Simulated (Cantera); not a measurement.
Cantera run:

```python
import numpy as np
import cantera as ct

gas_names = """
    CL CL2 H HCL H2 Si SiCL SiCL2 SiCL3 SiCL4 SiH SiHCL3 SiH2 SiH2CL2 SiH3 SiH3CL SiH4 Si2 Si3
""".split()
cond_names = """
    Si(cr) Si(L)
""".split()


# ... load() reads the species with a 1 bar reference pressure and builds the phases ...
atoms = {
    'SiH2Cl2': {'Si': 1, 'H': 2, 'CL': 2},
    'HCl': {'H': 1, 'CL': 1},
    'H2': {'H': 2},
}
top_T = {}  # K; cautious upper limits of use, not melting points


# ... equilibrate(T, P, feed) seeds the gas with the atoms and calls Mixture.equilibrate('TP', solver="vcs", rtol=1e-11, max_steps=5000) ...
results = []
feed = {'SiH2Cl2': 1, 'HCl': 4, 'H2': 44}  # mol
P = 133.322  # Pa
for T in [2148, 2198, 2248, 2298, 2348, 2398, 2448, 2498, 2548, 2598]:
    mix = equilibrate(T, P, feed)
    results.append((T, P, feed, dict(zip(mix.species_names, mix.species_moles))))
    x = sorted(zip(gas.X, gas.species_names), reverse=True)
    print(f"T = {T:g} K  P = {P:g} Pa  gas = {mix.phase_moles(0):.4g} mol")
    print("   x: " + "  ".join(f"{s} {v:.3e}" for v, s in x if v > 1e-06))
    print("   condensed (mol): " + ("  ".join(f"{mix.phase(i).name} {mix.phase_moles(i):.4g}"
          for i in range(1, mix.n_phases) if mix.phase_moles(i) > 1e-12) or "none"))
```

Result:

```
T = 2148 K  P = 133.322 Pa  gas = 53.8 mol
   x: H2 7.749e-01  H 1.005e-01  HCL 9.689e-02  Si 1.511e-02  CL 9.195e-03  SiCL2 2.257e-03  SiCL 9.287e-04  SiH 2.383e-04  Si2 1.995e-05  SiH2 1.648e-05  SiCL3 1.285e-06
   condensed (mol): none
T = 2198 K  P = 133.322 Pa  gas = 54.84 mol
   x: H2 7.443e-01  H 1.316e-01  HCL 9.388e-02  Si 1.585e-02  CL 1.208e-02  SiCL2 1.338e-03  SiCL 7.850e-04  SiH 2.218e-04  Si2 1.477e-05  SiH2 1.284e-05
   condensed (mol): none
T = 2248 K  P = 133.322 Pa  gas = 56.12 mol
   x: H2 7.081e-01  H 1.693e-01  HCL 8.929e-02  Si 1.618e-02  CL 1.545e-02  SiCL2 7.688e-04  SiCL 6.425e-04  SiH 2.007e-04  Si2 1.053e-05  SiH2 9.759e-06
   condensed (mol): none
T = 2298 K  P = 133.322 Pa  gas = 57.68 mol
   x: H2 6.660e-01  H 2.141e-01  HCL 8.334e-02  CL 1.929e-02  Si 1.619e-02  SiCL 5.132e-04  SiCL2 4.319e-04  SiH 1.778e-04  Si2 7.343e-06  SiH2 7.263e-06
   condensed (mol): none
T = 2348 K  P = 133.322 Pa  gas = 59.59 mol
   x: H2 6.176e-01  H 2.658e-01  HCL 7.628e-02  CL 2.353e-02  Si 1.597e-02  SiCL 4.022e-04  SiCL2 2.382e-04  SiH 1.548e-04  SiH2 5.308e-06  Si2 5.049e-06
   condensed (mol): none
T = 2398 K  P = 133.322 Pa  gas = 61.86 mol
   x: H2 5.635e-01  H 3.239e-01  HCL 6.838e-02  CL 2.804e-02  Si 1.558e-02  SiCL 3.100e-04  SiH 1.326e-04  SiCL2 1.292e-04  SiH2 3.809e-06  Si2 3.445e-06
   condensed (mol): none
T = 2448 K  P = 133.322 Pa  gas = 64.53 mol
   x: H2 5.046e-01  H 3.873e-01  HCL 5.994e-02  CL 3.266e-02  Si 1.507e-02  SiCL 2.355e-04  SiH 1.120e-04  SiCL2 6.896e-05  SiH2 2.684e-06  Si2 2.342e-06
   condensed (mol): none
T = 2498 K  P = 133.322 Pa  gas = 67.59 mol
   x: H 4.541e-01  H2 4.426e-01  HCL 5.131e-02  CL 3.721e-02  Si 1.448e-02  SiCL 1.765e-04  SiH 9.325e-05  SiCL2 3.625e-05  SiH2 1.856e-06  Si2 1.592e-06
   condensed (mol): none
T = 2548 K  P = 133.322 Pa  gas = 70.99 mol
   x: H 5.219e-01  H2 3.796e-01  HCL 4.287e-02  CL 4.148e-02  Si 1.386e-02  SiCL 1.308e-04  SiH 7.668e-05  SiCL2 1.879e-05  SiH2 1.259e-06  Si2 1.085e-06
   condensed (mol): none
T = 2598 K  P = 133.322 Pa  gas = 74.63 mol
   x: H 5.882e-01  H2 3.182e-01  CL 4.531e-02  HCL 3.497e-02  Si 1.323e-02  SiCL 9.604e-05  SiH 6.237e-05  SiCL2 9.626e-06
   condensed (mol): none
```

Cantera equilibrium calculation (NASA polynomials, part measured and part estimated; ideal gas, pure solids and liquids). The tables' values for SiCl are old estimates; treat these amounts as uncertain. Gases not in the tables: Si2H6 and higher silanes.
